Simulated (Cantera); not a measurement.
## Chlorosilane synthesis and conversion: SiCl4 + Cl2 + H2

Input: 1 mol SiCl4, a varied amount of Cl2, 3.2 mol H2, held at 1198.15 K and 3.50 bar.

Method: chemical equilibrium by Gibbs-energy minimisation in Cantera with the NASA 1993 tables (ideal gas, pure condensed phases). Candidate condensed phases: Si; 19 gas species. The tables' values for SiCl3 are old estimates; treat these amounts as uncertain. Kinetics and transport are ignored.

| n(Cl2) (mol) | log p HCl | log p H2 | log p SiCl4 | log p SiHCl3 | log p SiCl3 | log p SiH2Cl2 | log p SiCl2 | log p SiH3Cl |
|---|---|---|---|---|---|---|---|---|
| 0.5 | -0.10 | 0.29 | -0.16 | -1.34 | -2.32 | -3.40 | -3.54 | -6.03 |
| 0.62 | -0.03 | 0.26 | -0.16 | -1.44 | -2.41 | -3.61 | -3.72 | -6.33 |
| 0.76 | 0.04 | 0.23 | -0.17 | -1.56 | -2.51 | -3.82 | -3.90 | -6.66 |
| 0.94 | 0.11 | 0.18 | -0.18 | -1.69 | -2.62 | -4.07 | -4.10 | -7.02 |
| 1.2 | 0.20 | 0.11 | -0.20 | -1.86 | -2.75 | -4.40 | -4.36 | -7.50 |
| 1.4 | 0.25 | 0.05 | -0.21 | -1.98 | -2.84 | -4.63 | -4.53 | -7.85 |
| 1.8 | 0.32 | -0.09 | -0.24 | -2.22 | -3.02 | -5.09 | -4.85 | -8.52 |
| 2.2 | 0.38 | -0.27 | -0.27 | -2.48 | -3.19 | -5.58 | -5.17 | -9.25 |
| 2.7 | 0.44 | -0.60 | -0.30 | -2.90 | -3.44 | -6.39 | -5.64 | -10.44 |
log p: log10 of the partial pressure in bar; nothing condenses.

From 0.5 mol Cl2 to 2.7 mol Cl2 nothing is condensed. The main Si-bearing gas is SiCl4 throughout.
